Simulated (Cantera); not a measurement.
An isothermal, constant-pressure homogeneous reactor starts with NO : N₂ = 1 : 14 (molar parts), at 1750 K and 248 Torr. Integrator tolerance rtol = 1e-08.

Detailed kinetics in Cantera: GRI-Mech 3.0 (53 species, 325 reactions).

Problem. What does this change do: pressure from 248 Torr to 760 Torr?

Solution. 
```
quantity                                           before                                    after
----------------  ---------------------------------------  ---------------------------------------
x(NO) at 80.0 s    0.0360 (gas-phase equilibrium 0.00153)   0.0173 (gas-phase equilibrium 0.00153)
x(O) at 80.0 s    1.65e-5 (gas-phase equilibrium 2.36e-5)  1.18e-5 (gas-phase equilibrium 1.35e-5)
x(O₂) at 80.0 s     0.0153 (gas-phase equilibrium 0.0326)    0.0247 (gas-phase equilibrium 0.0326)
x(N₂) at 80.0 s       0.949 (gas-phase equilibrium 0.966)      0.958 (gas-phase equilibrium 0.966)
x(N₂O) at 80.0 s  5.41e-7 (gas-phase equilibrium 5.63e-8)  2.06e-7 (gas-phase equilibrium 9.86e-8)
x(NO₂) at 80.0 s  1.57e-5 (gas-phase equilibrium 9.64e-7)  1.67e-5 (gas-phase equilibrium 1.69e-6)
```

Problem. What does this change do: pressure from 248 Torr to 750 Torr?

Solution. 
```csv
quantity,before,after
x(NO) at 80.0 s,0.0360 (gas-phase equilibrium 0.00153),0.0175 (gas-phase equilibrium 0.00153)
x(O) at 80.0 s,1.65e-5 (gas-phase equilibrium 2.36e-5),1.18e-5 (gas-phase equilibrium 1.36e-5)
x(O₂) at 80.0 s,0.0153 (gas-phase equilibrium 0.0326),0.0246 (gas-phase equilibrium 0.0326)
x(N₂) at 80.0 s,0.949 (gas-phase equilibrium 0.966),0.958 (gas-phase equilibrium 0.966)
x(N₂O) at 80.0 s,5.41e-7 (gas-phase equilibrium 5.63e-8),2.08e-7 (gas-phase equilibrium 9.80e-8)
x(NO₂) at 80.0 s,1.57e-5 (gas-phase equilibrium 9.64e-7),1.67e-5 (gas-phase equilibrium 1.68e-6)
```

Problem. What does this change do: temperature 1750 to 1400 K?

Solution. 
```json
[
 {"quantity": "x(NO) at 80.0 s", "before": "0.0360 (gas-phase equilibrium 0.00153)", "after": "0.0661 (gas-phase equilibrium 0.000321)"},
 {"quantity": "x(O) at 80.0 s", "before": "1.65e-5 (gas-phase equilibrium 2.36e-5)", "after": "3.90e-8 (gas-phase equilibrium 3.02e-7)"},
 {"quantity": "x(O₂) at 80.0 s", "before": "0.0153 (gas-phase equilibrium 0.0326)", "after": "0.000262 (gas-phase equilibrium 0.0332)"},
 {"quantity": "x(N₂) at 80.0 s", "before": "0.949 (gas-phase equilibrium 0.966)", "after": "0.934 (gas-phase equilibrium 0.967)"},
 {"quantity": "x(N₂O) at 80.0 s", "before": "5.41e-7 (gas-phase equilibrium 5.63e-8)", "after": "1.30e-6 (gas-phase equilibrium 1.29e-8)"},
 {"quantity": "x(NO₂) at 80.0 s", "before": "1.57e-5 (gas-phase equilibrium 9.64e-7)", "after": "1.38e-5 (gas-phase equilibrium 5.42e-7)"}
]
```
